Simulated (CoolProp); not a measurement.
Properties of propylene along the isobar 143 bar.

Computed with CoolProp (reference Helmholtz-energy equation of state, Lemmon 2013).

| T (K) | phase | cp (kJ/(kg K)) | cv (kJ/(kg K)) | isothermal compressibility (1/MPa) | expansivity (1/kK) | Prandtl number | fugacity coefficient |
|---|---|---|---|---|---|---|---|
| 162.3 | liquid | 2.046 | 1.360 | 0.0007945 | 1.524 | 6.30 | 0.0002020 |
| 207.6 | liquid | 2.091 | 1.360 | 0.001228 | 1.669 | 3.57 | 0.004894 |
| 253 | liquid | 2.219 | 1.433 | 0.002012 | 1.927 | 2.63 | 0.03185 |
| 298.3 | liquid | 2.415 | 1.548 | 0.003594 | 2.374 | 2.25 | 0.1039 |
| 343.7 | liquid | 2.687 | 1.686 | 0.007402 | 3.204 | 2.09 | 0.2270 |
| 389 | supercritical | 3.071 | 1.838 | 0.01871 | 4.860 | 2.00 | 0.3820 |
| 434.4 | supercritical | 3.399 | 1.989 | 0.04828 | 6.898 | 1.78 | 0.5360 |
| 479.7 | supercritical | 3.193 | 2.108 | 0.07082 | 5.996 | 1.41 | 0.6604 |

Viscosity comes from a separate model (Huber 2003), an estimate that may be off by 10 % or more. Thermal conductivity comes from a separate model (Huber 2003), an estimate that may be off by 10 % or more.
